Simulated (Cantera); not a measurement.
**Nitride etching: BN + H2**

Feed: 1 mol BN, 190 mol H2, equilibrated at 1000 Pa.

Method: chemical equilibrium by Gibbs-energy minimisation in Cantera with the NASA 1993 tables (ideal gas, pure condensed phases). Candidate condensed phases: B, BN; 15 gas species. Mutual solubility and eutectic melting of coexisting phases are not modelled. The tables' values for BH2 are old estimates; treat these amounts as uncertain. Kinetics and transport are ignored.

```json
[
 {"T (K)": "898", "x H2": "1.00", "x H": "1.09e-9", "x N2": "<1e-12", "x BH2": "<1e-12", "x B": "<1e-12", "n BN(s)": "1.00", "n B(s)": "0"},
 {"T (K)": "1048", "x H2": "1.00", "x H": "7.73e-8", "x N2": "1.61e-10", "x BH2": "1.18e-10", "x B": "<1e-12", "n BN(s)": "1.00", "n B(s)": "0"},
 {"T (K)": "1198", "x H2": "1.000", "x H": "1.90e-6", "x N2": "7.72e-9", "x BH2": "1.04e-8", "x B": "<1e-12", "n BN(s)": "1.000", "n B(s)": "0"},
 {"T (K)": "1348", "x H2": "1.000", "x H": "2.31e-5", "x N2": "1.80e-7", "x BH2": "3.11e-7", "x B": "<1e-12", "n BN(s)": "1.000", "n B(s)": "0"},
 {"T (K)": "1498", "x H2": "1.000", "x H": "0.000172", "x N2": "2.39e-6", "x BH2": "4.50e-6", "x B": "8.47e-11", "n BN(s)": "0.999", "n B(s)": "0"},
 {"T (K)": "1648", "x H2": "0.999", "x H": "0.000890", "x N2": "2.02e-5", "x BH2": "3.93e-5", "x B": "1.06e-8", "n BN(s)": "0.992", "n B(s)": "0"},
 {"T (K)": "1798", "x H2": "0.996", "x H": "0.00351", "x N2": "0.000410", "x BH2": "0.000128", "x B": "3.15e-7", "n BN(s)": "0.844", "n B(s)": "0.131"},
 {"T (K)": "1948", "x H2": "0.986", "x H": "0.0112", "x N2": "0.00261", "x BH2": "0.000339", "x B": "5.48e-6", "n BN(s)": "0", "n B(s)": "0.933"},
 {"T (K)": "2098", "x H2": "0.966", "x H": "0.0303", "x N2": "0.00258", "x BH2": "0.000773", "x B": "6.30e-5", "n BN(s)": "0", "n B(s)": "0.835"}
]
```
x: gas mole fraction; n: condensed amount in mol.

From 898 K to 1648 K the condensed part is BN(s). At 1798 K the condensed part is B(s) + BN(s). From 1948 K to 2098 K the condensed part is B(s).
